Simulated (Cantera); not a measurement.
A closed system holds: 1 mol V₂O₃, 1500 mol H₂, 3.2 mol H₂O.

These are equilibrium values from Cantera (NASA tables, ideal gas, pure condensed phases), not measurements of a reactor. Candidate condensed phases: H₂O, V, VO, V₂O₃, V₂O₄, V₂O₅; 12 gas species. VO: taken at fixed stoichiometry. Condensed phases not in the tables: the oxides between V₂O₃ and V₂O₅ other than VO₂. The numbers say what is thermodynamically allowed, not how fast it happens.

Stable condensed phases, one row left out:

```
T in K \ P in Pa
              10      32     100     320    1000    3200   10000   32000  100000  320000 1000000
   2175        A       A       A       A       A       B       B       B       B       B       B
   2075        A       A       A       A       B       B       B       B       B       B       B
   1875        A       A       B       B       B       B       B       B       B       B       B
   1775        B       B       B       B       B       B       B       B       B       B       B
   1675        B       B       B       B       B       B       B       B       B       B       B
   1575        B       B       B       B       B       B       B       B       B       B       B
   1475        B       B       B       B       B       B       B       B       B       B       B
   1375        C       C       C       C       C       C       C       C       C       C       C
   1275        C       C       C       C       C       C       C       C       C       C       C
   1175        C       C       C       C       C       C       C       C       C       C       C
```

A: gas only; B: VO; C: V₂O₃.

Give the row for 1975 K.

10: gas only; 32: gas only; 100: gas only; 320: VO; 1000: VO; 3200: VO; 10000: VO; 32000: VO; 100000: VO; 320000: VO; 1000000: VO.
